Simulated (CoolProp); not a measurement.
Acetone along the isotherm 550 K: fugacity coefficient from the reference equation and from simpler models built on Tc = 508.1 K, pc = 4.692 MPa, ω = 0.307; each cubic takes its own stable root.

Model: reference Helmholtz-energy equation of state, Lemmon 2006, in CoolProp. It is a short technical equation, of lower accuracy than the large ones.

| p (MPa) | phase | reference | Redlich-Kwong | Soave-Redlich-Kwong |
|---|---|---|---|---|
| 0.0371 | gas | 0.9976 | 0.9979 | 0.9980 |
| 0.056 | gas | 0.9964 | 0.9968 | 0.9969 |
| 0.0844 | gas | 0.9946 | 0.9951 | 0.9954 |
| 0.127 | gas | 0.9919 | 0.9927 | 0.9930 |
| 0.192 | gas | 0.9878 | 0.9890 | 0.9895 |
| 0.29 | gas | 0.9816 | 0.9833 | 0.9842 |
| 0.437 | gas | 0.9724 | 0.9749 | 0.9762 |
| 0.66 | gas | 0.9585 | 0.9623 | 0.9641 |
| 0.995 | gas | 0.9379 | (withheld) | 0.9462 |
| 1.5 | gas | 0.9074 | 0.9152 | (withheld) |
| 2.26 | gas | (withheld) | 0.8733 | 0.8797 |
| 3.42 | gas | (withheld) | 0.8107 | (withheld) |
| 5.15 | supercritical | 0.7037 | 0.7191 | 0.7346 |
| 7.78 | supercritical | (withheld) | (withheld) | 0.6116 |
| 11.7 | supercritical | (withheld) | 0.4614 | 0.4895 |

Question: What belongs in the gaps?

Answer: 
- 0.995, Redlich-Kwong: 0.9434
- 1.5, Soave-Redlich-Kwong: 0.9194
- 2.26, reference: 0.8626
- 3.42, reference: 0.7969
- 3.42, Soave-Redlich-Kwong: 0.8204
- 7.78, reference: 0.5711
- 7.78, Redlich-Kwong: 0.5852
- 11.7, reference: 0.4351
